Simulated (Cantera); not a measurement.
Charge: 1 mol Si2Cl6, 0.049 mol HCl, 58 mol N2, held at 1300 °C and 1000 Pa.

These are equilibrium values from Cantera (NASA tables, ideal gas, pure condensed phases), not measurements of a reactor. The feed counts by its element totals alone. The tables' values for SiCl3 are old estimates; treat these amounts as uncertain. Equilibrium is a limit: real reactors are often held back by kinetics, nucleation or transport.

```json
[
 {"species": "N2", "before": "0.965", "after": "0.964"},
 {"species": "SiCl2", "before": "0.0133", "after": "0.0135"},
 {"species": "SiCl4", "before": "0.0121", "after": "0.0117"},
 {"species": "Cl", "before": "0.00119", "after": "0.00186"},
 {"species": "SiCl3", "before": "0.00783", "after": "0.00802"},
 {"species": "HCl", "before": "0.000815", "after": "0.000814"}
]
```
Gas species are given as mole fractions.

Which change was made?
(A) temperature from 1300 °C to 1050 °C
(B) temperature from 1300 °C to 550 °C
(C) temperature from 1300 °C to 1327 °C
(D) temperature from 1300 °C to 752 °C

C, temperature from 1300 °C to 1327 °C
